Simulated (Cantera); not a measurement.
Feed: 1 mol SiH2Cl2, 53 mol N2, equilibrated at 1425 K and 1 atm.

Method: chemical equilibrium by Gibbs-energy minimisation in Cantera with the NASA 1993 tables (ideal gas, pure condensed phases). Candidate condensed phases: NH4Cl, Si, Si3N4; 28 gas species. N2 is the only nitrogen source here; it is nearly inert below about 1500 K, so the nitride shown seldom forms there in practice. The tables' values for SiCl3 are old estimates; treat these amounts as uncertain. Rates play no part.

Base state: N2 0.965, HCl 0.0269, H2 0.00494, SiCl4 0.00210, SiCl3 0.000334, SiCl2 0.000209, SiHCl3 3.01e-5 (mole fractions); condensed: Si3N4(s).

### Question
What changes in the equilibrium state with this change: pressure from 1 atm to 0.00660 bar?

### Answer
```csv
species,before,after
N2,0.965,0.964
HCl,0.0269,0.0252
H2,0.00494,0.00574
SiCl2,0.000209,0.00452
SiCl4,0.00210,0.000223
Cl,2.13e-6,2.29e-5
SiHCl3,3.01e-5,3.98e-6
SiCl3,0.000334,0.000506
"Si3N4(s), mol",0.285,0.238
```

### Question
What changes in the equilibrium state with this change: N2 from 53 to 4 mol?

### Answer
| species | before | after |
|---|---|---|
| N2 | 0.965 | 0.661 |
| HCl | 0.0269 | 0.213 |
| H2 | 0.00494 | 0.0826 |
| SiCl4 | 0.00210 | 0.0379 |
| SiHCl3 | 3.01e-5 | 0.00115 |
| SiCl3 | 0.000334 | 0.00311 |
| Si3N4(s), mol | 0.285 | 0.258 |
